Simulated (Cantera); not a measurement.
Cantera run, input and output.

```python
import numpy as np
import cantera as ct

gas = ct.Solution("gri30.yaml")
gas.TPX = 1500, 1000000, {'CO': 0.0018, 'O2': 0.041, 'H2O': 0.0012, 'N2': 1}
reactor = ct.IdealGasConstPressureReactor(gas, energy="off", clone=False)
net = ct.ReactorNet([reactor])
net.rtol, net.atol = 1e-08, 1e-18
show = ['CO', 'O2', 'H2O', 'HO2', 'NO']
times = np.geomspace(2e-06, 60, 10)

steps = ct.SolutionArray(gas, extra=["t"])
rows = []
print(f"{'t/s':>10s}{'T/K':>9s}{'P/Pa':>11s}" + "".join(f"{s:>11s}" for s in show))
for t in times:
    while net.time < t:
        t_next = net.step()
        steps.append(gas.state, t=t_next)
    rows.append([np.interp(t, steps.t, y) for y in (steps.T, steps.P, *steps(*show).X.T)])
    print(f"{t:10.3e}{rows[-1][0]:9.1f}{rows[-1][1]:11.4g}" + "".join(f"{x:11.3e}" for x in rows[-1][2:]))
rate = np.gradient(steps.T, steps.t)
print("integrator steps:", len(steps.t))
if steps.T.max() > steps.T[0] + 200:
    print(f"time of steepest temperature rise: {steps.t[rate.argmax()]:.4e} s")
gas.TPX = 1500, 1000000, {'CO': 0.0018, 'O2': 0.041, 'H2O': 0.0012, 'N2': 1}
gas.equilibrate("TP")
print(f"equilibrium (TP): T = {gas.T:.1f} K  " + "  ".join(f"{s} {gas[s].X[0]:.3e}" for s in show))
```

Output:

```
       t/s      T/K       P/Pa         CO         O2        H2O        HO2         NO
 2.000e-06   1500.0      1e+06  1.724e-03  3.927e-02  1.149e-03  1.658e-10  4.460e-16
 1.355e-05   1500.0      1e+06  1.724e-03  3.927e-02  1.149e-03  1.181e-09  2.184e-14
 9.175e-05   1500.0      1e+06  1.724e-03  3.927e-02  1.149e-03  3.233e-08  1.256e-12
 6.214e-04   1500.0      1e+06  1.386e-03  3.907e-02  1.132e-03  3.395e-06  1.561e-08
 4.209e-03   1500.0      1e+06  1.526e-04  3.851e-02  1.142e-03  6.642e-07  5.253e-07
 2.851e-02   1500.0      1e+06  1.172e-06  3.844e-02  1.148e-03  1.811e-08  7.737e-07
 1.931e-01   1500.0      1e+06  1.371e-08  3.844e-02  1.149e-03  1.035e-08  7.956e-07
 1.308e+00   1500.0      1e+06  1.371e-08  3.844e-02  1.149e-03  1.035e-08  9.114e-07
 8.858e+00   1500.0      1e+06  1.371e-08  3.844e-02  1.149e-03  1.035e-08  1.695e-06
 6.000e+01   1500.0      1e+06  1.371e-08  3.844e-02  1.149e-03  1.035e-08  7.003e-06
integrator steps: 994
equilibrium (TP): T = 1500.0 K  CO 1.376e-08  O2 3.815e-02  H2O 1.149e-03  HO2 1.029e-08  NO 5.780e-04
```

Computed with Cantera and GRI-Mech 3.0 (53 species, 325 reactions).
